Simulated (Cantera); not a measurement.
**Thermodynamics of fluorocarbon and chlorocarbon gases, feed CHF₃**

Feed: 1 mol CHF₃, held at 15.0 Pa.

Equilibrium computed with Cantera from the NASA thermochemical tables; the gas is ideal and each condensed phase is pure. Candidate condensed phases: C, C₆H₆, C₇H₈, C₈H₁₈; 95 gas species. Gases not in the tables: C₂F₆ and larger saturated fluorocarbons. Rates play no part.

From 1848 K to 2398 K the condensed part is C(graphite). The main C-bearing gas is CF₄ at 1848 K and CF at 2398 K. The share of C in condensed phases is highest at 2398 K (90.7 %) and lowest at 1898 K (45.1 %).

```
T (K)  log p F  log p HF  log p CF₄  log p CF₂  log p CF  n C(graphite)
-----  -------  --------  ---------  ---------  --------  -------------
1848     -4.76     -4.07      -4.52      -4.80     -7.44          0.458
1898     -4.56     -4.10      -4.67      -4.67     -7.12          0.451
1948     -4.39     -4.15      -4.90      -4.60     -6.84          0.461
1998     -4.27     -4.19      -5.26      -4.59     -6.61          0.504
2048     -4.18     -4.23      -5.72      -4.65     -6.42          0.580
2098     -4.13     -4.25      -6.27      -4.75     -6.26          0.665
2148     -4.09     -4.26      -6.85      -4.88     -6.13          0.743
2198     -4.06     -4.27      -7.45      -5.03     -6.01          0.805
2248     -4.05     -4.28      -8.05      -5.19     -5.91          0.851
2298     -4.03     -4.29      -8.64      -5.35     -5.82          0.881
2348     -4.03     -4.29      -9.23      -5.51     -5.73          0.900
2398     -4.02     -4.30      -9.80      -5.67     -5.65          0.907
```
log p: log10 of the partial pressure in bar; n: condensed amount in mol.
